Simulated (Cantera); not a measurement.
**Thermodynamics of carbon deposition, reforming and gasification, feed CO + H2O + H2**

A closed system holds: 1 mol CO, 0.93 mol H2O, 11 mol H2, at 0.0825 Torr.

Method: chemical equilibrium by Gibbs-energy minimisation in Cantera with the NASA 1993 tables (ideal gas, pure condensed phases). Candidate condensed phases: C, C6H6, C7H8, C8H18, H2O; 131 gas species. Ions and electrons are included (thermal ionisation). Rates play no part.

| T (K) | x H | x O | x CO | x C |
|---|---|---|---|---|
| 3000 | 0.921 | 0.0359 | 0.0389 | 2.23e-8 |
| 3500 | 0.925 | 0.0361 | 0.0388 | 1.19e-5 |
| 4000 | 0.924 | 0.0373 | 0.0375 | 0.00125 |
| 4500 | 0.908 | 0.0537 | 0.0197 | 0.0182 |
| 5000 | 0.892 | 0.0697 | 0.00248 | 0.0339 |
x: gas mole fraction; nothing condenses.

From 3000 K to 5000 K nothing is condensed. The main C-bearing gas is CO at 3000 K and C at 5000 K.
